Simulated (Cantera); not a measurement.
**Halide evaporation, hydrolysis and transport: FeCl3 + H2O + N2**

Input: 1 mol FeCl3, 0.74 mol H2O, 2.9 mol N2, equilibrated at 1100 °C and 100000 Pa.

These are equilibrium values from Cantera (NASA tables, ideal gas, pure condensed phases), not measurements of a reactor. Candidate condensed phases: Fe, FeCl2, FeCl3, FeO, Fe(OH)2, Fe(OH)3, Fe2O3, Fe3O4, H2O, NH4Cl; 37 gas species. Equilibrium is a limit: real reactors are often held back by kinetics, nucleation or transport.

```
Item                                      Result
-------------------------------------  ---------
x(N2)                                      0.578
x(HCl)                                     0.270
x(FeCl3)                                  0.0579
x(FeCl2)                                  0.0557
x(Cl2)                                    0.0185
x(H2O)                                    0.0122
x(O2)                                    0.00400
x(Cl)                                    0.00313
x(Fe2Cl4)                               0.000344
n(Fe2O3(s))                            0.213 mol
gas amount                             5.020 mol
log10 activity of FeCl2(l) (absent)        -1.47
log10 activity of Fe(γ) (absent)           -7.13
log10 activity of Fe(OH)2(s) (absent)      -8.72
```
